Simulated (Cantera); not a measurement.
**Premixed flame**

A freely propagating, adiabatic, planar premixed flame of 39.4 % H₂, 14.1 % O₂, 46.5 % N₂, equivalence ratio 1.4, unburnt at 300 K and 0.140 bar; mixture-averaged transport, grid criteria slope 0.08 and curve 0.16, no radiation.

Model: the H2/O2 subset of GRI-Mech 3.0, which has no nitrogen chemistry, integrated in Cantera. Burning velocities carry a grid error of a few per cent, more on coarse grids.

```tsv
z (mm)	T (K)	u (m/s)	x H₂	x O₂	x HO₂	x H	x O	x H₂O₂
-13.7	300	2.67	0.394	0.141	<1e-8	<1e-8	<1e-8	<1e-8
-9.16	300	2.67	0.394	0.141	<1e-8	<1e-8	<1e-8	<1e-8
-6.87	300	2.67	0.394	0.141	<1e-8	<1e-8	<1e-8	<1e-8
-4.58	300	2.67	0.394	0.141	<1e-8	<1e-8	<1e-8	<1e-8
-2.29	302	2.69	0.393	0.141	1.39e-5	1.05e-6	1.92e-7	6.94e-7
-1.15	550	4.78	0.362	0.136	7.41e-5	0.00703	0.000116	5.00e-5
0	1044	8.76	0.225	0.0913	1.82e-5	0.0672	0.00494	5.13e-7
1.15	1338	11.1	0.109	0.0222	4.07e-6	0.111	0.00847	5.88e-7
2.29	1452	12.0	0.0964	0.0112	1.86e-6	0.109	0.00779	5.12e-7
4.58	1578	12.9	0.101	0.00897	1.29e-6	0.0947	0.00728	3.67e-7
9.16	1720	13.9	0.108	0.00728	9.17e-7	0.0781	0.00629	2.10e-7
18.3	1868	15.0	0.113	0.00541	6.22e-7	0.0615	0.00488	1.08e-7
36.6	2013	15.9	0.118	0.00359	4.07e-7	0.0457	0.00331	5.55e-8
```
x: mole fraction of selected species; z is measured from the peak of heat release.

```json
{
  "laminar_burning_velocity": "267 cm/s",
  "thermal_thickness": "4.58 mm",
  "peak x(HO₂)": "0.000156",
  "peak x(H)": "0.112",
  "peak x(O)": "0.00860",
  "peak x(H₂O₂)": "6.21e-5"
}
```
